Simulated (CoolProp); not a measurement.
R1123 along the isobar 62.4 bar: fugacity coefficient from the reference equation and from simpler models built on Tc = 331.7 K, pc = 45.49 bar, ω = 0.243; each cubic takes its own stable root.

The numbers come from the reference Helmholtz-energy equation of state, Akasaka 2020 in CoolProp.

| T (K) | phase | reference | van der Waals | Redlich-Kwong | Soave-Redlich-Kwong | Peng-Robinson |
|---|---|---|---|---|---|---|
| 304.8 | liquid | 0.3384 | 0.4454 | 0.3775 | 0.3526 | 0.3375 |
| 329.8 | liquid | 0.4987 | 0.5509 | 0.5166 | ___ | 0.4931 |
| 354.9 | supercritical | 0.6417 | 0.6467 | 0.6365 | 0.6521 | 0.6251 |
| 379.9 | supercritical | 0.7234 | 0.7135 | 0.7104 | 0.7336 | 0.7049 |
| 404.9 | supercritical | 0.7814 | 0.7601 | 0.7631 | 0.7924 | 0.7633 |
| 429.9 | supercritical | 0.8261 | ___ | ___ | 0.8377 | 0.8090 |
| 455 | supercritical | 0.8617 | 0.8258 | 0.8366 | 0.8737 | 0.8457 |
| 480 | supercritical | 0.8905 | 0.8499 | 0.8630 | 0.9024 | 0.8753 |

Question: Some entries are withheld; supply them.

Answer: 
- 329.8, Soave-Redlich-Kwong: 0.5147
- 429.9, van der Waals: 0.7964
- 429.9, Redlich-Kwong: 0.8039
